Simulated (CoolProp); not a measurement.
Computed with CoolProp (reference Helmholtz-energy equation of state, Gedanitz 2015).

### Question
For cyclopentane, give the phase and the speed of sound (m/s), conductivity (mW/(m K)), Prandtl number, fugacity coefficient at 385.2 K and 705 kPa; 403.5 K and 705 kPa.

### Answer
- 385.2 K and 705 kPa: liquid; speed of sound 779, conductivity 96.2, Prandtl number 3.64, fugacity coefficient 0.701
- 403.5 K and 705 kPa: gas; speed of sound 200, conductivity 25.8, Prandtl number 0.731, fugacity coefficient 0.885

Viscosity comes from a separate model (Chung 1988), a generic estimate that can be far off for the liquid and wasn't checked against measurements. Thermal conductivity comes from a separate model (Vassiliou 2015).
